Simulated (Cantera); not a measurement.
Thermodynamics of metals in furnace atmospheres, feed Fe + H2S + CO

Charge: 1 mol Fe, 4.4 mol H2S, 58 mol CO, equilibrated at 1600 K.

Method: chemical equilibrium by Gibbs-energy minimisation in Cantera with the NASA 1993 tables (ideal gas, pure condensed phases). Candidate condensed phases: C, C6H6, C7H8, C8H18, Fe, Fe(CO)5, FeO, Fe(OH)2, Fe(OH)3, FeS, FeSO4, FeS2, Fe2O3, Fe2(SO4)3, Fe3O4, H2O, H2SO4, S; 127 gas species. FeS: taken at fixed stoichiometry. Condensed phases not in the tables: cementite and carbon dissolved in iron. The numbers say what is thermodynamically allowed, not how fast it happens.

From 0.000100 bar to 0.00120 bar the condensed part is Fe(γ). From 0.0160 bar to 2.40 bar the condensed part is FeS(l). At 30.0 bar the condensed part is C(graphite) + FeS(l).

| P (Pa) | x CO | x H2 | x S2 | x H2S | x COS | x Fe | n Fe(γ) | n FeS(l) | n C(graphite) |
|---|---|---|---|---|---|---|---|---|---|
| 10 | 0.886 | 0.0657 | 0.0317 | 0.000270 | 0.000123 | 0.0110 | 0.283 | 0 | 0 |
| 120 | 0.896 | 0.0663 | 0.0323 | 0.000952 | 0.000435 | 0.000914 | 0.941 | 0 | 0 |
| 1600 | 0.905 | 0.0653 | 0.0232 | 0.00290 | 0.00136 | 2.69e-5 | 0 | 0.998 | 0 |
| 19000 | 0.904 | 0.0603 | 0.0180 | 0.00814 | 0.00412 | 7.46e-7 | 0 | 1.000 | 0 |
| 240000 | 0.902 | 0.0520 | 0.00821 | 0.0169 | 0.00987 | 2.46e-8 | 0 | 1.000 | 0 |
| 3000000 | 0.899 | 0.0466 | 0.00145 | 0.0224 | 0.0146 | 1.33e-9 | 0 | 1.00 | 0.0538 |
x: gas mole fraction; n: condensed amount in mol.
